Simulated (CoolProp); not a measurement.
A simple Rankine cycle with 1,2-dichloroethane: condensing at 319.15 K, boiler at 2.35 MPa, turbine inlet 499 K, turbine efficiency 0.75, pump efficiency 0.7, no recuperator. Each further row changes one setting.

Computed with CoolProp (reference Helmholtz-energy equation of state, Thol 2015).

| case | thermal efficiency (%) | net work (kJ/kg) | heat in (kJ/kg) | turbine exit temperature (K) | volume ratio over the turbine |
|---|---|---|---|---|---|
| as stated | 15.6 | 40.8 | 261 | 319.1 | ? |
| condensing temperature 311.15 K | ? | ? | ? | 311.1 | 775 |
| boiler pressure 1.65 MPa | 20.1 | ? | ? | ? | 56.4 |
| turbine efficiency 0.65 | 13.4 | 35.0 | 261 | 319.1 | 572 |

Problem. Fill in the missing entries.

Solution. 
- as stated, volume ratio over the turbine: 557
- condensing temperature 311.15 K, thermal efficiency (%): 16.5
- condensing temperature 311.15 K, net work (kJ/kg): 44.8
- condensing temperature 311.15 K, heat in (kJ/kg): 271
- boiler pressure 1.65 MPa, net work (kJ/kg): 97.5
- boiler pressure 1.65 MPa, heat in (kJ/kg): 485
- boiler pressure 1.65 MPa, turbine exit temperature (K): 369.1

The expansion ends wet for: as stated; condensing temperature 311.15 K; turbine efficiency 0.65.
